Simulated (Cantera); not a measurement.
A freely propagating, adiabatic, planar premixed flame of 29.6 % H₂, 14.8 % O₂, 55.6 % N₂, equivalence ratio 1.0, unburnt at 650 K and 100.0 Torr; mixture-averaged transport, grid criteria slope 0.08 and curve 0.16, no radiation.

Model: the H2/O2 subset of GRI-Mech 3.0, which has no nitrogen chemistry, integrated in Cantera. Burning velocities carry a grid error of a few per cent, more on coarse grids.

x: mole fraction of selected species; z is measured from the peak of heat release.

| z (mm) | T (K) | u (m/s) | x H₂ | x O₂ | x H | x OH | x H₂O₂ | x HO₂ |
|---|---|---|---|---|---|---|---|---|
| -20.7 | 650 | 7.08 | 0.296 | 0.148 | <1e-8 | <1e-8 | <1e-8 | <1e-8 |
| -13.8 | 650 | 7.08 | 0.296 | 0.148 | <1e-8 | <1e-8 | <1e-8 | <1e-8 |
| -10.4 | 650 | 7.08 | 0.296 | 0.148 | <1e-8 | <1e-8 | <1e-8 | <1e-8 |
| -6.92 | 650 | 7.08 | 0.296 | 0.148 | 2.45e-7 | <1e-8 | <1e-8 | 3.35e-7 |
| -3.46 | 655 | 7.13 | 0.295 | 0.148 | 0.000332 | 1.70e-5 | 2.39e-7 | 4.08e-5 |
| -1.73 | 752 | 8.12 | 0.275 | 0.144 | 0.00877 | 0.000265 | 3.78e-7 | 3.13e-5 |
| 0 | ? | 11.8 | ? | ? | ? | ? | ? | ? |
| 1.73 | 1390 | 14.4 | 0.0497 | 0.0411 | 0.0941 | 0.00868 | 8.06e-7 | 5.60e-6 |
| 3.46 | 1508 | 15.5 | 0.0478 | 0.0359 | 0.0842 | 0.0112 | 6.18e-7 | 4.21e-6 |
| 6.92 | 1649 | 16.8 | 0.0498 | 0.0327 | 0.0700 | 0.0141 | 3.70e-7 | 3.22e-6 |
| 13.8 | 1807 | 18.2 | 0.0504 | 0.0292 | 0.0552 | 0.0170 | 1.94e-7 | 2.40e-6 |
| 27.7 | 1972 | 19.6 | 0.0489 | 0.0255 | 0.0409 | 0.0192 | 1.03e-7 | 1.77e-6 |
| 55.3 | 2136 | 20.9 | 0.0453 | 0.0216 | 0.0283 | 0.0203 | 6.32e-8 | 1.37e-6 |

Complete the blanks.


- 0, T (K): 1122
- 0, x H₂: 0.134
- 0, x O₂: 0.0940
- 0, x H: 0.0713
- 0, x OH: 0.00357
- 0, x H₂O₂: 7.28e-7
- 0, x HO₂: 1.43e-5
